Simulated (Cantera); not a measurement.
Cantera run:

```python
import numpy as np
import cantera as ct

gas_names = """
    B BH BH2 BH3 BN B2 H H2 N NH NH2 NH3 N2 N2H2 N2H4
""".split()
cond_names = """
    B(b) B(L) BN(s)
""".split()


# ... load() reads the species with a 1 bar reference pressure and builds the phases ...
atoms = {
    'B2H6': {'B': 2, 'H': 6},
    'NH3': {'N': 1, 'H': 3},
}
top_T = {'BN(s)': 3200}  # K; cautious upper limits of use, not melting points


# ... equilibrate(T, P, feed) seeds the gas with the atoms and calls Mixture.equilibrate('TP', solver="vcs", rtol=1e-11, max_steps=5000) ...
results = []
feed = {'B2H6': 1, 'NH3': 14}  # mol
T = 948.15  # K
P = 1000  # Pa
mix = equilibrate(T, P, feed)
results.append((T, P, feed, dict(zip(mix.species_names, mix.species_moles))))
x = sorted(zip(gas.X, gas.species_names), reverse=True)
print(f"T = {T:g} K  P = {P:g} Pa  gas = {mix.phase_moles(0):.4g} mol")
print("   x: " + "  ".join(f"{s} {v:.3e}" for v, s in x if v > 1e-05))
print("   condensed (mol): " + ("  ".join(f"{mix.phase(i).name} {mix.phase_moles(i):.4g}"
      for i in range(1, mix.n_phases) if mix.phase_moles(i) > 1e-12) or "none"))
```

Output:

```
T = 948.15 K  P = 1000 Pa  gas = 30 mol
   x: H2 8.000e-01  N2 2.000e-01
   condensed (mol): BN(s) 2
```

Equilibrium computed with Cantera from the NASA thermochemical tables; the gas is ideal and each condensed phase is pure. The feed counts by its element totals alone.
